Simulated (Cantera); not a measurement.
Mixture: 9.31 % CH4, 19.1 % O2, 71.6 % N2, at 32.6 atm, adiabatic and at constant pressure. Ignition delay is the time to a rise of 400 K.

Detailed kinetics in Cantera: GRI-Mech 3.0 (53 species, 325 reactions). The pressure lies above the range GRI-Mech 3.0 was tuned for (to about 10 atm).

### Question
Predict: delay at 1273 K; delay at 1373 K; delay at 1473 K; delay at 1573 K; delay at 1673 K; apparent activation energy between 1623 and 1723 K.

### Answer
delay at 1273 K: 0.539 ms
delay at 1373 K: 0.194 ms
delay at 1473 K: 77.5 µs
delay at 1573 K: 33.3 µs
delay at 1673 K: 15.2 µs
apparent activation energy between 1623 and 1723 K: 170 kJ/mol
